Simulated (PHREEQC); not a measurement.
## Polishing slurry liquid: an equilibrium model

A solution holds 0.0037 mol K2CO3, 0.02 mol KNO3 and 0.0042 mol CO2 per kg of water, at 5 °C. Closed to the air; pH follows from the charge balance.

All values are PHREEQC results (ion-association model, phreeqc.dat), not measurements.

No solid was allowed to form.

Question: Predict the pH, specific conductance.

Answer: pH 7.61; specific conductance 1990 µS/cm.

Question: In which forms is C present?

Answer: HCO3- 93 %, CO2 6.5 % of the C.

Species that the database lacks are ignored. Away from 25 °C the constants follow the database's enthalpies or fits; those with neither stay at their 25 °C values.
